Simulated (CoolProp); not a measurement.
The fluid at 508.94 K and 0.295 MPa is compressed adiabatically to 1.23 MPa with isentropic efficiency 0.7. The same conditions are run with several fluids, on thermodynamics alone (safety and materials aside).

Values from CoolProp's reference Helmholtz-energy equation of state of each fluid (normal hydrogen: Leachman 2009; oxygen: Schmidt 1985; n-pentane: Thol 2019).

Rank normal hydrogen, oxygen, n-pentane by work (kJ/kg), highest first.

normal hydrogen (5290), oxygen (327), n-pentane (118)

```json
[
 {"fluid": "normal hydrogen", "final temperature (K)": "870.1", "final density (kg/m³)": "0.342"},
 {"fluid": "oxygen", "final temperature (K)": "829.3", "final density (kg/m³)": "5.69"},
 {"fluid": "n-pentane", "final temperature (K)": "557.9", "final density (kg/m³)": "20.6"}
]
```

Above 300 K oxygen's equation is extrapolated.
